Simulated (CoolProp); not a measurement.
Vapour-liquid equilibrium of R125 (1) + R245fa (2) at 3.2 kPa; x and y are mole fractions of (1).

The numbers come from the multi-fluid Helmholtz-energy mixture model, Lemmon 2005 and Akasaka 2015; pair parameters Bell 2016 in CoolProp.

```tsv
x	bubble temperature (K)	y at the bubble point	dew temperature at overall composition x (K)	liquid density (mol/L)
0.05	207.1	0.768	?	11.73
0.15	?	0.941	222.4	?
0.25	?	0.972	220.8	12.40
0.35	184.3	0.984	219.0	12.64
0.45	181.7	0.990	216.9	12.87
0.55	179.7	0.993	214.5	13.10
0.65	178.0	0.996	211.6	13.31
0.75	176.6	0.997	207.9	?
0.85	175.3	?	202.6	?
0.95	174.1	1.000	192.5	?
```

Task: Complete the blanks.

Result: 
- 0.05, dew temperature at overall composition x (K): 223.9
- 0.15, bubble temperature (K): 193.9
- 0.15, liquid density (mol/L): 12.12
- 0.25, bubble temperature (K): 188.0
- 0.75, liquid density (mol/L): 13.53
- 0.85, y at the bubble point: 0.999
- 0.85, liquid density (mol/L): 13.74
- 0.95, liquid density (mol/L): 13.95

No azeotrope shows between x = 0.05 and 0.95.

Pair parameters are fitted to limited data, so mixtures are less certain than the pure fluids.
